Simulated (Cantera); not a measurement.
An isothermal, constant-pressure homogeneous reactor starts with NH3 : H2 = 1 : 0.39 (molar parts), at 1350 K and 0.340 bar. Integrator tolerance rtol = 1e-08.

Detailed kinetics in Cantera: the gas-phase N/H chemistry of the illustrative SiF4/NH3 mechanism in the Surface Chemkin manual (1991). Walls and surfaces, which speed up NH3 decomposition in real reactors, are not modelled.

### Question
What does this change do: temperature 1350 to 2025 K?

### Answer
```json
[
 {"quantity": "x(NH3) at 40.0 s", "before": "0.705 (gas-phase equilibrium 1.10e-5)", "after": "5.53e-6 (gas-phase equilibrium 2.09e-6)"},
 {"quantity": "x(H2) at 40.0 s", "before": "0.291 (gas-phase equilibrium 0.791)", "after": "0.788 (gas-phase equilibrium 0.788)"},
 {"quantity": "x(NH) at 40.0 s", "before": "6.66e-9 (gas-phase equilibrium <1e-12)", "after": "7.33e-9 (gas-phase equilibrium 2.77e-9)"},
 {"quantity": "x(N2) at 40.0 s", "before": "0.00423 (gas-phase equilibrium 0.209)", "after": "0.209 (gas-phase equilibrium 0.209)"},
 {"quantity": "x(N) at 40.0 s", "before": "7.67e-11 (gas-phase equilibrium <1e-12)", "after": "2.66e-9 (gas-phase equilibrium 1.01e-9)"}
]
```
